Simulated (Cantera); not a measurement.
Charge: 1 mol C3H6, 0.35 mol O2, 19 mol N2, 3.2 mol CO2, 0.05 mol H2O, at 72.0 bar.

Cantera equilibrium calculation (NASA polynomials, part measured and part estimated; ideal gas, pure solids and liquids). Candidate condensed phases: C, C6H6, C7H8, C8H18, H2O; 136 gas species. The ideal-gas law is rough above about 30 bar. Kinetics and transport are ignored.

**Question.** At 1248 K, list the 5 most abundant gas species with their mole fractions, and the condensed phases.

**Answer.** N2 0.682, CO 0.189, H2 0.0814, CO2 0.0254, H2O 0.0170. Condensed: C(graphite).
